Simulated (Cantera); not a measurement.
Charge: 1 mol C2F6, 0.2 mol HCl, a varied amount of H2, equilibrated at 1550 K and 64.0 Pa.

Equilibrium computed with Cantera from the NASA thermochemical tables; the gas is ideal and each condensed phase is pure. Candidate condensed phases: C, C6H6, C7H8, C8H18; 118 gas species. The feed counts by its element totals alone. Gases not in the tables: C2F6 and larger saturated fluorocarbons. The numbers say what is thermodynamically allowed, not how fast it happens.

log p: log10 of the partial pressure in bar; n: condensed amount in mol.

```csv
n(H2) (mol),log p HF,log p H2,log p CF4,log p Cl,log p HCl,log p CF2,n C(graphite)
0.37,-3.60,-12.59,-3.47,-4.29,-5.99,-5.79,0.731
0.54,-3.51,-12.38,-3.55,-4.34,-5.92,-5.83,0.816
0.8,-3.42,-12.14,-3.66,-4.40,-5.87,-5.88,0.946
1.2,-3.34,-11.89,-3.83,-4.48,-5.83,[?],1.15
1.7,-3.28,-11.66,-4.06,-4.56,-5.79,[?],1.40
2.5,-3.23,-11.26,-4.64,-4.68,-5.71,[?],1.79
3.7,-3.25,-4.19,<-15,-7.24,-4.73,[?],2.00
5.5,-3.36,-3.74,<-15,-7.56,-4.83,[?],2.00
8.1,-3.47,-3.54,<-15,-7.78,-4.95,[?],2.00
12,-3.60,-3.42,<-15,-7.96,-5.08,[?],2.00
17,-3.72,-3.35,<-15,-8.12,-5.20,<-15,2.00
```

Question: What belongs in the gaps?

Answer: 
- 1.2, log p CF2: -5.97
- 1.7, log p CF2: -6.09
- 2.5, log p CF2: -6.37
- 3.7, log p CF2: -13.50
- 5.5, log p CF2: -14.15
- 8.1, log p CF2: -14.58
- 12, log p CF2: -14.95
